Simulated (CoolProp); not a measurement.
Properties of C2F6 (R116) along the isobar 13600 kPa (Tc = 19.9 °C, pc = 3048 kPa, ω = 0.257).

Model: reference Helmholtz-energy equation of state, Lemmon 2006, in CoolProp. It is a short technical equation, of lower accuracy than the large ones.

```json
[
 {"T (°C)": "-46.15", "phase": "liquid", "density (kg/m³)": "1538", "Prandtl number": "4.47"},
 {"T (°C)": "-35.05", "phase": "liquid", "density (kg/m³)": "1493", "Prandtl number": "4.13"},
 {"T (°C)": "-23.85", "phase": "liquid", "density (kg/m³)": "[?]", "Prandtl number": "3.85"},
 {"T (°C)": "-12.75", "phase": "liquid", "density (kg/m³)": "[?]", "Prandtl number": "[?]"},
 {"T (°C)": "-1.65", "phase": "liquid", "density (kg/m³)": "[?]", "Prandtl number": "3.39"},
 {"T (°C)": "9.55", "phase": "liquid", "density (kg/m³)": "1296", "Prandtl number": "3.20"},
 {"T (°C)": "20.65", "phase": "supercritical", "density (kg/m³)": "1242", "Prandtl number": "3.02"},
 {"T (°C)": "31.75", "phase": "supercritical", "density (kg/m³)": "1187", "Prandtl number": "2.85"},
 {"T (°C)": "42.95", "phase": "supercritical", "density (kg/m³)": "1128", "Prandtl number": "2.68"},
 {"T (°C)": "54.05", "phase": "supercritical", "density (kg/m³)": "1069", "Prandtl number": "2.52"},
 {"T (°C)": "65.15", "phase": "supercritical", "density (kg/m³)": "1010", "Prandtl number": "2.37"},
 {"T (°C)": "76.25", "phase": "supercritical", "density (kg/m³)": "[?]", "Prandtl number": "2.22"},
 {"T (°C)": "87.45", "phase": "supercritical", "density (kg/m³)": "892.0", "Prandtl number": "[?]"},
 {"T (°C)": "98.55", "phase": "supercritical", "density (kg/m³)": "836.6", "Prandtl number": "1.94"},
 {"T (°C)": "109.65", "phase": "supercritical", "density (kg/m³)": "[?]", "Prandtl number": "1.82"}
]
```

Problem. Complete the blanks.

Solution. 
- -23.85, density (kg/m³): 1446
- -12.75, density (kg/m³): 1398
- -12.75, Prandtl number: 3.61
- -1.65, density (kg/m³): 1348
- 76.25, density (kg/m³): 950.4
- 87.45, Prandtl number: 2.07
- 109.65, density (kg/m³): 784.8

Viscosity comes from a separate model (Huber 2003), an estimate that may be off by 10 % or more. Thermal conductivity comes from a separate model (Huber 2003), an estimate that may be off by 10 % or more.
